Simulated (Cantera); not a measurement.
**PbO + C + CO (carbothermic reduction)**

A closed system holds: 1 mol PbO, 7.4 mol C, 2.1 mol CO, at 1.00 bar.

These are equilibrium values from Cantera (NASA tables, ideal gas, pure condensed phases), not measurements of a reactor. Candidate condensed phases: C, Pb, PbO, PbO2, Pb3O4; 15 gas species. The numbers say what is thermodynamically allowed, not how fast it happens.

```tsv
T (K)	x CO	x CO2	x Pb	x Pb2	x PbO	n C(graphite)	n Pb(l)
1050	0.847	0.153	4.65e-5	2.98e-10	3.99e-11	6.81	1.000
1100	0.924	0.0754	0.000121	1.48e-9	1.06e-10	6.62	1.000
1150	0.963	0.0366	0.000290	6.33e-9	2.47e-10	6.51	0.999
1200	0.981	0.0182	0.000643	2.40e-8	5.28e-10	6.46	0.998
1250	0.989	0.00942	0.00134	8.12e-8	1.05e-9	6.43	0.996
1300	0.992	0.00509	0.00262	2.50e-7	1.98e-9	6.42	0.992
1350	0.992	0.00287	0.00489	7.05e-7	3.54e-9	6.41	0.985
1400	0.990	0.00168	0.00871	1.84e-6	6.05e-9	6.41	0.973
1450	0.984	0.00102	0.0149	4.49e-6	9.94e-9	6.40	0.953
1500	0.975	0.000631	0.0246	1.03e-5	1.57e-8	6.40	0.922
1550	0.960	0.000400	0.0392	2.23e-5	2.40e-8	6.40	0.874
1600	0.939	0.000257	0.0606	4.60e-5	3.53e-8	6.40	0.800
```
x: gas mole fraction; n: condensed amount in mol.

From 1050 K to 1600 K the condensed part is C(graphite) + Pb(l). The main Pb-bearing gas is Pb throughout.
